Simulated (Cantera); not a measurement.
A closed system holds: 1 mol trisilylamine, 37 mol N₂, equilibrated at 58.0 mbar.

Cantera equilibrium calculation (NASA polynomials, part measured and part estimated; ideal gas, pure solids and liquids). Candidate condensed phases: Si, Si₃N₄; 18 gas species. The feed counts by its element totals alone. Equilibrium is a limit: real reactors are often held back by kinetics, nucleation or transport. All values below are at 1073 K.

Base state: N₂ 0.887, H₂ 0.112 (mole fractions); condensed: Si₃N₄(s).

What changes in the equilibrium state with this change: trisilylamine replaced by SiH₂Cl₂?


```
species        before    after
-------------  ------  -------
N₂              0.887    0.951
HCl                 0   0.0378
H₂              0.112  0.00722
SiCl₄               0  0.00359
SiCl₃               0  1.71e-5
Si₃N₄(s), mol    1.00    0.287
```
N₂ is the only nitrogen source here; it is nearly inert below about 1500 K, so the nitride shown seldom forms there in practice. The tables' values for SiCl₃ are old estimates; treat these amounts as uncertain. Further candidate phases: NH₄Cl.
